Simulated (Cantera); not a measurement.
A perfectly stirred reactor is fed with CH3OH : O2 : N2 = 0.0025 : 0.0022 : 1 (molar parts), at 0.970 bar; it is held at 975 K, and followed from long to short residence time.

Computed with Cantera and GRI-Mech 3.0 (53 species, 325 reactions). GRI-Mech 3.0 was tuned for natural gas; its chemistry of methanol as a main component is partial and can be far from experiment.

Question: What does this change do: N2 1 to 2.8 parts?

Answer: 
| quantity | before | after |
|---|---|---|
| x(CH3OH) at τ = 2.10 s | 0.000344 | 0.000196 |
| x(O2) at τ = 2.10 s | 0.000938 | 0.000463 |
| x(C2H2) at τ = 2.10 s | <1e-12 | <1e-12 |
| x(CO) at τ = 2.10 s | 0.00173 | 0.000575 |
| x(C2H6) at τ = 2.10 s | <1e-12 | <1e-12 |
| x(CH3OH) at τ = 14.0 ms | 0.00249 | 0.000891 |
| x(O2) at τ = 14.0 ms | 0.00219 | 0.000784 |
| x(C2H2) at τ = 14.0 ms | <1e-12 | <1e-12 |
| x(CO) at τ = 14.0 ms | 8.04e-11 | 2.86e-11 |
| x(C2H6) at τ = 14.0 ms | <1e-12 | <1e-12 |
